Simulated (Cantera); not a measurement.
Cantera run:

```python
import numpy as np
import cantera as ct

gas_names = """
    N NO NO2 NO3 N2 N2O O O2 O3 Pb PbO Pb2
""".split()
cond_names = """
    Pb(cr) Pb(L) PbO(rd) PbO(yw) PbO(L) PbO2(s) Pb3O4(s)
""".split()


# ... load() reads the species with a 1 bar reference pressure and builds the phases ...
atoms = {
    'PbO': {'Pb': 1, 'O': 1},
    'N2': {'N': 2},
}
top_T = {'Pb3O4(s)': 820}  # K; cautious upper limits of use, not melting points


# ... equilibrate(T, P, feed) seeds the gas with the atoms and calls Mixture.equilibrate('TP', solver="vcs", rtol=1e-11, max_steps=5000) ...
results = []
feed = {'PbO': 1, 'N2': 17}  # mol
T = 1173  # K
P = 41000  # Pa
mix = equilibrate(T, P, feed)
results.append((T, P, feed, dict(zip(mix.species_names, mix.species_moles))))
print(gas.report(threshold=1e-06))
for i in range(1, mix.n_phases):
    print(f"{mix.phase(i).name:16s} {mix.phase_moles(i):12.5e} mol")
```

Output:

```
       temperature   1173 K
          pressure   41000 Pa
           density   0.11786 kg/m^3
  mean mol. weight   28.035 kg/kmol
   phase of matter   gas

                          1 kg             1 kmol
                     ---------------   ---------------
          enthalpy        9.7032e+05        2.7203e+07  J
   internal energy        6.2244e+05         1.745e+07  J
           entropy            8592.2        2.4089e+05  J/K
    Gibbs function       -9.1084e+06       -2.5536e+08  J
 heat capacity c_p            1195.6             33520  J/K
 heat capacity c_v            899.05             25205  J/K

                      mass frac. Y      mole frac. X     chem. pot. / RT
                     ---------------   ---------------   ---------------
                NO        1.1348e-06        1.0603e-06           -32.952
                N2           0.99912           0.99988           -26.182
                O2        8.4666e-06        7.4181e-06           -39.723
                Pb        0.00011749        1.5897e-05           -14.579
               PbO        0.00074973        9.4172e-05            -34.44
     [   +7 minor]        3.4988e-10        1.9905e-10

Pb(L)             0.00000e+00 mol
PbO(L)            9.98129e-01 mol
PbO2(s)           0.00000e+00 mol
```

Cantera equilibrium calculation (NASA polynomials, part measured and part estimated; ideal gas, pure solids and liquids).
